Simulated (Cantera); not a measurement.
Cantera run:

```python
import numpy as np
import cantera as ct

gas_names = """
    B BH BH2 BH3 BN B2 H H2 N NH NH2 NH3 N2 N2H2 N2H4
""".split()
cond_names = """
    B(b) B(L) BN(s)
""".split()


def load(file, names, dense=False):
    # The tables refer to 1 bar. Condensed volumes are neglected.
    table = {s.name: s for s in ct.Species.list_from_file(file)}
    out = []
    for n in names:
        d = dict(table[n].input_data)
        d["thermo"] = dict(d["thermo"], **{"reference-pressure": 1e5})
        if dense:
            d["equation-of-state"] = {"model": "constant-volume", "density": "1e6 g/cm^3"}
        out.append(ct.Species.from_dict(d))
    return out


gas = ct.Solution(thermo="ideal-gas", species=load("nasa_gas.yaml", gas_names))
cond = {s.name: ct.Solution(thermo="fixed-stoichiometry", species=[s], name=s.name)
        for s in load("nasa_condensed.yaml", cond_names, dense=True)}
atoms = {
    'B': {'B': 1},
    'H2': {'H': 2},
    'N2': {'N': 2},
}
top_T = {'BN(s)': 3200}  # K; cautious upper limits of use, not melting points


def equilibrate(T, P, feed):
    n = {}
    for name, mol in feed.items():
        for a, k in atoms[name].items():
            n[a] = n.get(a, 0.0) + k * mol
    gas.TPX = T, P, n
    mass = sum(n.values()) * gas.mean_molecular_weight
    gas.equilibrate("TP")
    valid = [c for c in cond.values() if c.min_temp <= T <= top_T.get(c.name, c.max_temp)]
    mix = ct.Mixture([(gas, mass / gas.mean_molecular_weight)] + [(c, 0.0) for c in valid])
    mix.T, mix.P = T, P
    mix.equilibrate("TP", solver="vcs", rtol=1e-11, max_steps=5000)
    return mix


results = []
feed = {'B': 1, 'H2': 3.8, 'N2': 16}  # mol
T = 1575  # K
P = 1000  # Pa
mix = equilibrate(T, P, feed)
results.append((T, P, feed, dict(zip(mix.species_names, mix.species_moles))))
x = sorted(zip(gas.X, gas.species_names), reverse=True)
print(f"T = {T:g} K  P = {P:g} Pa  gas = {mix.phase_moles(0):.4g} mol")
print("   x: " + "  ".join(f"{s} {v:.3e}" for v, s in x if v > 0.001))
print("   condensed (mol): " + ("  ".join(f"{mix.phase(i).name} {mix.phase_moles(i):.4g}"
      for i in range(1, mix.n_phases) if mix.phase_moles(i) > 1e-12) or "none"))
```

It prints:

```
T = 1575 K  P = 1000 Pa  gas = 19.3 mol
   x: N2 8.030e-01  H2 1.968e-01
   condensed (mol): BN(s) 1
```

Equilibrium computed with Cantera from the NASA thermochemical tables; the gas is ideal and each condensed phase is pure.
